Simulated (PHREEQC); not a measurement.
Consider water at 20 °C with 6.3 mmol/kgw HBF4 and 38 mmol/kgw (NH4)2HPO4. Closed to the air; pH follows from the charge balance.

Computed with PHREEQC (ion-association model, phreeqc.dat).

Precipitation was switched off in this run.

Q: Estimate the pH.

A: pH 6.62.

Q: In which forms is P present?

A: H2PO4- 66 %, HPO4-2 33 % of the P.

Real BF4- forms and hydrolyses slowly; the run takes it at equilibrium.
